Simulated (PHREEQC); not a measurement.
# Nickel, zinc or cadmium bath

Dissolve 0.0067 mol CdSO4, 5.6e-05 mol H3BO3 and 0.13 mol NiCl2 per kg of water at 25 °C. Closed to the air; pH follows from the charge balance.

Computed with PHREEQC (ion-association model, wateq4f.dat).

This is a speciation only: nothing precipitates in the calculation.

Problem. What pH, activity of water, ionic strength does the model give?

Solution. pH 5.65; activity of water 0.994; ionic strength 0.339 mol/kgw.

Problem. In which forms is Cl present?

Solution. Cl- 86 %, NiCl+ 6.0 %, NiCl2 4.4 %, CdCl+ 1.5 %, CdCl2 1.3 % of the Cl.

Complexes and solids missing from the database can't appear.
